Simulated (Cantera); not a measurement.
Input (Python, Cantera) and output of one run.

```python
import numpy as np
import cantera as ct

gas_names = """
    F F2 H HF H2 H2F2 H3F3 H4F4 H5F5 H6F6 H7F7 Pb PbF PbF2 PbF4 Pb2
""".split()
cond_names = """
    Pb(cr) Pb(L) PbF2(a) PbF2(b) PbF2(L)
""".split()


# ... load() reads the species with a 1 bar reference pressure and builds the phases ...
atoms = {
    'PbF2': {'Pb': 1, 'F': 2},
    'H2': {'H': 2},
}
top_T = {}  # K; cautious upper limits of use, not melting points


# ... equilibrate(T, P, feed) seeds the gas with the atoms and calls Mixture.equilibrate('TP', solver="vcs", rtol=1e-11, max_steps=5000) ...
results = []
feed = {'PbF2': 1, 'H2': 1.9}  # mol
T = 2198.15  # K
P = 48  # Pa
mix = equilibrate(T, P, feed)
results.append((T, P, feed, dict(zip(mix.species_names, mix.species_moles))))
print(gas.report(threshold=1e-06))
for i in range(1, mix.n_phases):
    print(f"{mix.phase(i).name:16s} {mix.phase_moles(i):12.5e} mol")
```

Result:

```
       temperature   2198.2 K
          pressure   48 Pa
           density   0.00015897 kg/m^3
  mean mol. weight   60.531 kg/kmol
   phase of matter   gas

                          1 kg             1 kmol
                     ---------------   ---------------
          enthalpy       -1.4977e+05       -9.0656e+06  J
   internal energy       -4.5171e+05       -2.7342e+07  J
           entropy            4776.3        2.8911e+05  J/K
    Gibbs function       -1.0649e+07       -6.4458e+08  J
 heat capacity c_p            515.76             31219  J/K
 heat capacity c_v             378.4             22905  J/K

                      mass frac. Y      mole frac. X     chem. pot. / RT
                     ---------------   ---------------   ---------------
                 F        8.1172e-05        0.00025862            -33.63
                 H         0.0017311           0.10395           -14.609
                HF           0.16054           0.48574           -48.239
                H2         0.0055615           0.16698           -29.217
                Pb           0.83156           0.24293           -22.323
               PbF         0.0005249        0.00014046           -55.953
     [  +10 minor]        1.5201e-06        3.0926e-07

Pb(L)             0.00000e+00 mol
PbF2(L)           0.00000e+00 mol
```

Equilibrium computed with Cantera from the NASA thermochemical tables; the gas is ideal and each condensed phase is pure.
